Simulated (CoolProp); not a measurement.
The numbers come from the reference Helmholtz-energy equation of state, Thol 2016 in CoolProp.

Task: For hexamethyldisiloxane (MM), give the phase and the density (kg/m³), cp (kJ/(kg K)), isothermal compressibility (1/MPa) at 19.05 °C and 0.172 MPa; 19.05 °C and 0.305 MPa; 19.05 °C and 1.72 MPa.

Result: 
- 19.05 °C and 0.172 MPa: liquid; density 766, cp 1.88, isothermal compressibility 0.00200
- 19.05 °C and 0.305 MPa: liquid; density 766, cp 1.88, isothermal compressibility 0.00199
- 19.05 °C and 1.72 MPa: liquid; density 768, cp 1.88, isothermal compressibility 0.00193
